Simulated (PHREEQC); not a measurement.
A solution holds 0.001 mol NH4HF2 and 0.001 mol H2SiF6 per kg of water, at 25 °C. Closed to the air; pH follows from the charge balance.

Model: ion-association model, phreeqc.dat, run in PHREEQC.

Problem. The ionic strength comes out as 0.00346 mol/kgw. What activity coefficients do H+, HF2-, NH4+, F-, SiF6-2 get?

Solution. H+ 0.94, HF2- 0.94, NH4+ 0.94, F- 0.94, SiF6-2 0.78.

Precipitation was switched off in this run. Examples of supersaturated solids here: Quartz (slow to form). Others may be too. SiF6-2 is the database's only silicon fluoride.
